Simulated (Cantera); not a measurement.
A freely propagating, adiabatic, planar premixed flame of CH₄ : O₂ : N₂ = 1 : 2.82 : 10.6 (molar parts), unburnt at 325 K and 95000 Pa; mixture-averaged transport, grid criteria slope 0.08 and curve 0.16, no radiation.

Detailed kinetics in Cantera: GRI-Mech 3.0 (53 species, 325 reactions). Burning velocities carry a grid error of a few per cent, more on coarse grids.

Question: What does this change do: inlet temperature 325 to 700 K?

Answer: 
```json
[
 {"quantity": "laminar burning velocity", "before": "24.4 cm/s", "after": "135 cm/s"},
 {"quantity": "thermal thickness", "before": "0.641 mm", "after": "0.377 mm"},
 {"quantity": "peak x(H₂)", "before": "0.00604", "after": "0.0109"},
 {"quantity": "peak x(H)", "before": "0.00169", "after": "0.00449"}
]
```
